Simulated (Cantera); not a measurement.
A Cantera script and its output.

```python
import numpy as np
import cantera as ct

gas = ct.Solution("gri30.yaml")
gas.TP = 300, 55000
flame = ct.CounterflowDiffusionFlame(gas, width=0.02)
flame.fuel_inlet.X, flame.fuel_inlet.T = {'CH4': 1, 'H2': 0.12}, 575
flame.oxidizer_inlet.X, flame.oxidizer_inlet.T = {'O2': 0.2, 'N2': 0.8}, 400
flame.set_refine_criteria(ratio=3, slope=0.12, curve=0.24, prune=0.03)
show = ['OH', 'H', 'NO', 'CO', 'C2H2']

rows = []
print(f"{'mdot':>8s}{'a_max':>10s}{'a_mean':>10s}{'Tmax/K':>9s}" + "".join(f"{s:>11s}" for s in show) + "   (peak mole fractions)")
for i, mdot in enumerate([0.33, 0.49, 0.73, 1.1, 1.6, 2.4, 3.5, 5.2]):  # kg/m2/s on the oxidiser side
    flame.oxidizer_inlet.mdot, flame.fuel_inlet.mdot = mdot, 0.66 * mdot
    flame.solve(loglevel=0, auto=(i == 0))
    if flame.T.max() < max(575, 400) + 100:
        print(f"{mdot:8.3g}  no burning solution found from the previous one")
        break
    dT = np.abs(np.gradient(flame.T, flame.grid))
    rows.append([flame.strain_rate("max"), flame.strain_rate("mean"), flame.T.max(),
                 *(flame.X[gas.species_index(s)].max() for s in show), max(dT[0], dT[-1]) / dT.max()])
    print(f"{mdot:8.3g}{rows[-1][0]:10.1f}{rows[-1][1]:10.1f}{rows[-1][2]:9.1f}" + "".join(f"{x:11.3e}" for x in rows[-1][3:-1]))
```

Output:

```
    mdot     a_max    a_mean   Tmax/K         OH          H         NO         CO       C2H2   (peak mole fractions)
    0.33     387.8      99.7   1975.6  7.186e-03  6.401e-03  1.337e-04  4.838e-02  9.837e-03
    0.49     545.1     148.1   1949.7  6.784e-03  6.517e-03  1.027e-04  4.844e-02  8.879e-03
    0.73     757.4     220.6   1921.8  6.312e-03  6.515e-03  7.311e-05  4.903e-02  7.725e-03
     1.1    1110.3     332.4   1878.9  5.507e-03  6.156e-03  4.258e-05  5.011e-02  5.957e-03
     1.6    1552.6     483.6   1792.0  3.959e-03  4.787e-03  1.392e-05  5.077e-02  3.120e-03
     2.4  no burning solution found from the previous one
```

Cantera simulation using GRI-Mech 3.0 (53 species, 325 reactions); the numbers are that mechanism's predictions, not measurements. GRI-Mech 3.0 has no aromatics or soot, which form on the fuel side of real flames. The maximum strain rate includes the flame's own expansion and is several times the mean. A flux with no burning solution from the previous one only brackets extinction.
